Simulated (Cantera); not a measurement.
A closed system holds: 1 mol FeS₂, 230 mol H₂, 0.087 mol H₂O, held at 725 °C and 6100 Pa.

Method: chemical equilibrium by Gibbs-energy minimisation in Cantera with the NASA 1993 tables (ideal gas, pure condensed phases). Candidate condensed phases: Fe, FeO, Fe(OH)₂, Fe(OH)₃, FeS, FeSO₄, FeS₂, Fe₂O₃, Fe₂(SO₄)₃, Fe₃O₄, H₂O, H₂SO₄, S; 22 gas species. FeS: taken at fixed stoichiometry. Equilibrium is a limit: real reactors are often held back by kinetics, nucleation or transport.

Base state: H₂ 0.995, H₂S 0.00435, H₂O 0.000378 (mole fractions); condensed: FeS(s).

**Question.** What changes in the equilibrium state with this change: FeS₂ replaced by Cr₂O₃?

**Answer.** 
```tsv
species	before	after
H₂	0.995	1.000
H₂O	0.000378	0.000378
H₂S	0.00435	0
FeS(s), mol	1.00	0
Cr₂O₃(s), mol	0	1.00
```
Further candidate phases: Cr, Cr₂O₃.
